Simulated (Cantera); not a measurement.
A perfectly stirred reactor is fed with H2 : O2 = 0.092 : 1 (molar parts), equivalence ratio 0.046, at 0.0220 bar; it is held at 1375 K, and followed from long to short residence time.

Computed with Cantera and the H2/O2 subset of GRI-Mech 3.0, which has no nitrogen chemistry. Radical loss at walls, strong at low pressure, is not modelled. The temperature is held fixed by assumption; the heat of reaction is taken as removed at once.

```
quantity                  before     after
----------------------  --------  --------
x(H2) at τ = 2.30 s     0.000103  0.000120
x(O2) at τ = 2.30 s        0.910     0.911
x(H2O) at τ = 2.30 s      0.0869    0.0873
x(O) at τ = 2.30 s       0.00165  0.000980
x(H2O2) at τ = 2.30 s    5.15e-8   1.27e-7
x(H2) at τ = 55.0 ms    0.000981   0.00113
x(O2) at τ = 55.0 ms       0.892     0.900
x(H2O) at τ = 55.0 ms     0.0820    0.0837
x(O) at τ = 55.0 ms       0.0167    0.0102
x(H2O2) at τ = 55.0 ms   1.35e-7   2.61e-7
```

Q: Name the change that produced these shifts.
(A) H2 0.092 to 0.017 parts
(B) temperature 1375 to 1200 K
(C) O2 1 to 0.21 parts
(D) O2 1 to 7.8 parts

A: B, temperature 1375 to 1200 K
